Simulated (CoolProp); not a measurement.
R1336mzz(E) along the isotherm 136.85 °C: fugacity coefficient from the reference equation and from simpler models built on Tc = 130.4 °C, pc = 27.79 bar, ω = 0.413; each cubic takes its own stable root.

Computed with CoolProp (reference Helmholtz-energy equation of state, Akasaka 2023).

```json
[
 {"p (bar)": "5.18", "phase": "gas", "reference": "0.9375", "van der Waals": "0.9470", "Redlich-Kwong": "0.9400"},
 {"p (bar)": "10.4", "phase": "gas", "reference": "0.8761", "van der Waals": "0.8938", "Redlich-Kwong": "0.8808"},
 {"p (bar)": "15.5", "phase": "gas", "reference": "0.8173", "van der Waals": "0.8418", "Redlich-Kwong": "0.8238"},
 {"p (bar)": "20.7", "phase": "gas", "reference": "0.7582", "van der Waals": "0.7881", "Redlich-Kwong": "0.7659"},
 {"p (bar)": "25.9", "phase": "gas", "reference": "0.6987", "van der Waals": "0.7321", "Redlich-Kwong": "0.7071"},
 {"p (bar)": "31.1", "phase": "supercritical", "reference": "0.6344", "van der Waals": "0.6655", "Redlich-Kwong": "0.6416"},
 {"p (bar)": "36.3", "phase": "supercritical", "reference": "0.5648", "van der Waals": "0.5996", "Redlich-Kwong": "0.5750"},
 {"p (bar)": "41.5", "phase": "supercritical", "reference": "0.5100", "van der Waals": "0.5490", "Redlich-Kwong": "0.5231"},
 {"p (bar)": "46.6", "phase": "supercritical", "reference": "0.4677", "van der Waals": "0.5102", "Redlich-Kwong": "0.4829"},
 {"p (bar)": "51.8", "phase": "supercritical", "reference": "0.4330", "van der Waals": "0.4786", "Redlich-Kwong": "0.4498"},
 {"p (bar)": "57", "phase": "supercritical", "reference": "0.4047", "van der Waals": "0.4530", "Redlich-Kwong": "0.4228"}
]
```
